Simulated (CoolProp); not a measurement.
Saturation properties of decamethylcyclopentasiloxane (D5).

Model: reference Helmholtz-energy equation of state, Thol 2019, in CoolProp.

| T (°C) | p (bar) | liquid density (kg/m³) | vapour density (kg/m³) | liquid cp (kJ/(kg K)) |
|---|---|---|---|---|
| 66.55 | 0.004098 | 909.3 | 0.05386 | 1.758 |
| 86.85 | 0.01298 | 887.6 | 0.1613 | 1.786 |
| 107.25 | 0.03497 | 865.5 | 0.4129 | 1.817 |
| 127.55 | 0.08182 | 843.2 | 0.9236 | 1.850 |
| 147.85 | 0.1713 | 820.3 | 1.860 | 1.884 |
| 168.15 | 0.3271 | 796.6 | 3.444 | 1.919 |
| 188.45 | 0.5790 | 772.0 | 5.958 | 1.956 |
| 208.85 | 0.9645 | 745.9 | 9.790 | 1.995 |

It boils at 210.9 °C under 1 atm.
